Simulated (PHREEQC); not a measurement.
Make-up at 25 °C: 0.0094 mol HF, 0.69 mol NH4F and 0.86 mol H2SO4 per kg of water. It is in equilibrium with CO2 at log p = 0 (atm). Otherwise closed; pH follows from the charge balance.

The numbers come from PHREEQC with the ion-association model, wateq4f.dat.

No solid was allowed to form.

Order these F species by the share of F that they hold, largest first: HF, F-, HF2-, H2F2.

H2F2 (63 %), HF (37 %), HF2- (0.47 %), F- (0.19 %)

The pH is 0.54 and the ionic strength 1.05 mol/kgw. Caution: at this ionic strength the ion-association model is outside its range; a Pitzer model would be the better tool where its parameters exist. Carbamate, which ammonia and carbonate form, is missing from the database. wateq4f.dat counts part of the HF as a dimer, H2F2, which phreeqc.dat doesn't know; its constant is uncertain.
